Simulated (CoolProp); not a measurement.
Vapour pressure (MPa) of methane: the reference equation beside estimates from Tc = -82.6 °C, pc = 4.599 MPa, ω = 0.011. Clausius-Clapeyron is anchored at -162.05 °C with a constant enthalpy of vaporisation of 8.212 kJ/mol.

Values from CoolProp's reference Helmholtz-energy equation of state, Setzmann 1991.

```
T (°C)   reference  Lee-Kesler  Clausius-Clapeyron  Redlich-Kwong  Peng-Robinson
-------  ---------  ----------  ------------------  -------------  -------------
-170.55    0.04475     0.04365             0.04629        0.02738        0.04518
-162.05    0.09668     0.09519             0.09668        0.06919        0.09740
-153.45     0.1874      0.1860              0.1831         0.1500            [?]
-144.95     0.3292      0.3285              0.3164         0.2850         0.3311
-136.45     0.5383      0.5389              0.5109         0.4928         0.5415
-127.95     0.8312      0.8329              0.7798         0.7914         0.8365
-119.45      1.225       1.227               1.136          1.198            [?]
-110.85      1.744       1.745                 [?]          1.737          1.758
-102.35      2.396       2.396               2.162            [?]          2.416
-93.85       3.210       3.210               2.843          3.240          3.234
```

Problem. Some entries are withheld; supply them.

Solution. 
- -153.45, Peng-Robinson: 0.1886
- -119.45, Peng-Robinson: 1.234
- -110.85, Clausius-Clapeyron: 1.597
- -102.35, Redlich-Kwong: 2.411

Absolute difference from the reference over all 10 rows, mean and median: Lee-Kesler 0.5 and 0.2 %, Clausius-Clapeyron 5.8 and 5.6 %, Redlich-Kwong 11.8 and 6.6 %, Peng-Robinson 0.7 and 0.7 %.
